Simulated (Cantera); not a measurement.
**Stirred combustor or abatement burner**

A perfectly stirred reactor is fed with CH4 : H2 : O2 : N2 = 1 : 0.38 : 4.06 : 15.2 (molar parts), equivalence ratio 0.54, at 1.00 bar; it is adiabatic with a 700 K inlet, and is followed from long to short residence time, starting on the burning branch (τ in s: 0.15, 0.065, 0.027, 0.012, 0.0049, 0.0021, 0.00087, 0.00036, 0.00015, 6.5e-05, 2.7e-05, 1.2e-05, 4.9e-06).

Detailed kinetics in Cantera: GRI-Mech 3.0 (53 species, 325 reactions).

```json
[
 {"τ (s)": "0.15", "T (K)": "1891", "x CH4": "4.45e-6", "x H2": "0.000100", "x O2": "0.0911", "x CO": "0.000235", "x C2H2": "1.51e-10", "x CO2": "0.0486", "x HCN": "6.69e-9"},
 {"τ (s)": "0.065", "T (K)": "1887", "x CH4": "8.04e-6", "x H2": "0.000154", "x O2": "0.0911", "x CO": "0.000381", "x C2H2": "3.29e-10", "x CO2": "0.0485", "x HCN": "7.16e-9"},
 {"τ (s)": "0.027", "T (K)": "1881", "x CH4": "1.43e-5", "x H2": "0.000258", "x O2": "0.0910", "x CO": "0.000660", "x C2H2": "6.04e-10", "x CO2": "0.0482", "x HCN": "8.11e-9"},
 {"τ (s)": "0.012", "T (K)": "1872", "x CH4": "2.39e-5", "x H2": "0.000423", "x O2": "0.0911", "x CO": "0.00110", "x C2H2": "9.47e-10", "x CO2": "0.0477", "x HCN": "9.74e-9"},
 {"τ (s)": "0.0049", "T (K)": "1855", "x CH4": "4.22e-5", "x H2": "0.000726", "x O2": "0.0912", "x CO": "0.00194", "x C2H2": "1.47e-9", "x CO2": "0.0468", "x HCN": "1.32e-8"},
 {"τ (s)": "0.0021", "T (K)": "1831", "x CH4": "7.35e-5", "x H2": "0.00118", "x O2": "0.0915", "x CO": "0.00325", "x C2H2": "2.26e-9", "x CO2": "0.0453", "x HCN": "1.94e-8"},
 {"τ (s)": "0.00087", "T (K)": "1793", "x CH4": "0.000137", "x H2": "0.00189", "x O2": "0.0923", "x CO": "0.00543", "x C2H2": "3.88e-9", "x CO2": "0.0429", "x HCN": "3.10e-8"},
 {"τ (s)": "0.00036", "T (K)": "1737", "x CH4": "0.000277", "x H2": "0.00286", "x O2": "0.0941", "x CO": "0.00898", "x C2H2": "8.29e-9", "x CO2": "0.0390", "x HCN": "5.09e-8"},
 {"τ (s)": "0.00015", "T (K)": "1658", "x CH4": "0.000662", "x H2": "0.00420", "x O2": "0.0981", "x CO": "0.0149", "x C2H2": "2.71e-8", "x CO2": "0.0324", "x HCN": "8.61e-8"},
 {"τ (s)": "6.5e-5", "T (K)": "1525", "x CH4": "0.00278", "x H2": "0.00764", "x O2": "0.111", "x CO": "0.0255", "x C2H2": "3.35e-7", "x CO2": "0.0190", "x HCN": "1.64e-7"},
 {"τ (s)": "2.7e-5", "T (K)": "700", "x CH4": "0.0484", "x H2": "0.0184", "x O2": "0.197", "x CO": "<1e-12", "x C2H2": "<1e-12", "x CO2": "<1e-12", "x HCN": "<1e-12"},
 {"τ (s)": "1.2e-5", "T (K)": "700", "x CH4": "0.0484", "x H2": "0.0184", "x O2": "0.197", "x CO": "<1e-12", "x C2H2": "<1e-12", "x CO2": "<1e-12", "x HCN": "<1e-12"},
 {"τ (s)": "4.9e-6", "T (K)": "700", "x CH4": "0.0484", "x H2": "0.0184", "x O2": "0.197", "x CO": "<1e-12", "x C2H2": "<1e-12", "x CO2": "<1e-12", "x HCN": "<1e-12"}
]
```
x: mole fraction; the columns are a selection and need not sum to one.
